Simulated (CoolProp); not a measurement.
Vapour-liquid equilibrium of n-butane (1) + cis-2-butene (2) at -27.45 °C; x and y are mole fractions of (1).

The numbers come from the multi-fluid Helmholtz-energy mixture model, Bücker 2006 and Lemmon 2005; pair parameters Bell 2016 in CoolProp.

```csv
x,bubble pressure (bar),y at the bubble point,dew pressure at overall composition x (bar),liquid density (mol/L)
0.05,0.2634,0.068,0.2620,11.95
0.125,___,0.162,0.2677,11.85
0.2,0.2768,0.248,0.2733,11.75
0.275,0.2825,0.328,0.2787,11.66
0.35,0.2876,___,0.2840,11.57
0.425,0.2924,0.478,0.2890,___
0.5,0.2967,___,0.2937,11.39
0.575,0.3007,0.618,0.2982,11.30
0.65,0.3045,0.687,0.3025,11.21
0.725,0.3080,0.755,0.3065,11.13
0.8,0.3113,0.822,0.3102,11.04
0.875,0.3145,0.889,___,10.96
0.95,0.3175,0.956,___,___
```

Problem. Fill in the missing entries.

Solution. 
- 0.125, bubble pressure (bar): 0.2705
- 0.35, y at the bubble point: 0.404
- 0.425, liquid density (mol/L): 11.48
- 0.5, y at the bubble point: 0.549
- 0.875, dew pressure at overall composition x (bar): 0.3138
- 0.95, dew pressure at overall composition x (bar): 0.3173
- 0.95, liquid density (mol/L): 10.88

No azeotrope shows between x = 0.05 and 0.95.

The pair parameters rest on a limited set of measurements; away from them the model extrapolates.
